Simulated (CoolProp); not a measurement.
Vapour-liquid equilibrium of n-octane (1) + m-xylene (2) at 55.45 °C; x and y are mole fractions of (1).

Computed with CoolProp (multi-fluid Helmholtz-energy mixture model, Beckmüller 2019 and Zhou 2012; pair parameters Bell 2016).

### Question
Give the bubble pressure and the first vapour's composition at x = 0.05, 0.35, 0.75. Is there an azeotrope?

### Answer
x = 0.05: 0.005584 MPa, y = 0.086; x = 0.35: 0.006713 MPa, y = 0.471; x = 0.75: 0.007938 MPa, y = 0.818. No azeotrope shows between x = 0.05 and 0.95.

Pair parameters are fitted to limited data, so mixtures are less certain than the pure fluids.
